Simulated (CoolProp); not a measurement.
Vapour-liquid equilibrium of carbon dioxide (1) + hydrogen sulfide (2) at 241.1 K; x and y are mole fractions of (1).

Model: multi-fluid Helmholtz-energy mixture model, Span 1996 and Lemmon 2006; pair parameters Kunz 2012, in CoolProp.

```json
[
 {"x": "0.05", "bubble pressure, mixture model (MPa)": "0.4803", "bubble pressure, Raoult's law (MPa)": "0.4013", "y, mixture model": "0.288", "y, Raoult's law": "0.166"},
 {"x": "0.2", "bubble pressure, mixture model (MPa)": "0.7731", "bubble pressure, Raoult's law (MPa)": "0.5482", "y, mixture model": "0.599", "y, Raoult's law": "0.486"},
 {"x": "0.35", "bubble pressure, mixture model (MPa)": "0.9566", "bubble pressure, Raoult's law (MPa)": "0.6952", "y, mixture model": "0.708", "y, Raoult's law": "0.671"},
 {"x": "0.5", "bubble pressure, mixture model (MPa)": "1.076", "bubble pressure, Raoult's law (MPa)": "0.8421", "y, mixture model": "0.769", "y, Raoult's law": "0.791"},
 {"x": "0.65", "bubble pressure, mixture model (MPa)": "1.167", "bubble pressure, Raoult's law (MPa)": "0.9891", "y, mixture model": "0.820", "y, Raoult's law": "0.875"},
 {"x": "0.8", "bubble pressure, mixture model (MPa)": "1.247", "bubble pressure, Raoult's law (MPa)": "1.136", "y, mixture model": "0.878", "y, Raoult's law": "0.938"},
 {"x": "0.95", "bubble pressure, mixture model (MPa)": "1.315", "bubble pressure, Raoult's law (MPa)": "1.283", "y, mixture model": "0.962", "y, Raoult's law": "0.986"}
]
```

The largest gap from Raoult's law is +41.0 % in bubble pressure, at x = 0.2. No azeotrope shows between x = 0.05 and 0.95.

The pair parameters rest on a limited set of measurements; away from them the model extrapolates.
